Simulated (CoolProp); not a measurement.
Model: reference Helmholtz-energy equation of state, Lemmon 2006, in CoolProp. It is a short technical equation, of lower accuracy than the large ones.

Task: For CH3F (R41), give the phase and the cv (kJ/(kg K)) at 258 K and 0.0639 MPa; 406.4 K and 0.0639 MPa.

Result: 
- 258 K and 0.0639 MPa: gas; cv 0.812
- 406.4 K and 0.0639 MPa: gas; cv 1.07
